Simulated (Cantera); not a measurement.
An isothermal, constant-pressure homogeneous reactor starts with C2H6 : N2 = 1 : 4.3 (molar parts), at 1273 K and 1.01 bar. Integrator tolerance rtol = 1e-08.

Cantera simulation using GRI-Mech 3.0 (53 species, 325 reactions); the numbers are that mechanism's predictions, not measurements. GRI-Mech 3.0 stops at C3 and has no aromatics, soot or wall deposition, so with more carbon than oxygen in the feed, carbon stays in small species such as C2H2 where larger ones or solid carbon would form.

```
quantity                                              before                                    after
-----------------  -----------------------------------------  ---------------------------------------
x(C2H6) at 20.0 s  0.000284 (gas-phase equilibrium 0.000152)  0.0104 (gas-phase equilibrium 0.000593)
x(C2H4) at 20.0 s      0.0358 (gas-phase equilibrium 0.0201)     0.117 (gas-phase equilibrium 0.0387)
x(H2) at 20.0 s          0.124 (gas-phase equilibrium 0.112)     0.110 (gas-phase equilibrium 0.0187)
x(HCN) at 20.0 s     1.42e-10 (gas-phase equilibrium 0.0651)    <1e-12 (gas-phase equilibrium 0.0341)
x(C2H2) at 20.0 s      0.0694 (gas-phase equilibrium 0.0433)   0.00970 (gas-phase equilibrium 0.0191)
x(H) at 20.0 s       4.04e-7 (gas-phase equilibrium 2.39e-7)  6.56e-8 (gas-phase equilibrium 2.01e-9)
x(CH2) at 20.0 s   1.21e-11 (gas-phase equilibrium 6.20e-12)    <1e-12 (gas-phase equilibrium <1e-12)
```

**Question.** Which change was made?
A) C2H6 1 to 2.2 parts
B) pressure from 1.01 bar to 0.133 bar
C) temperature 1273 to 1075 K
D) temperature 1273 to 1475 K

**Answer.** C, temperature 1273 to 1075 K
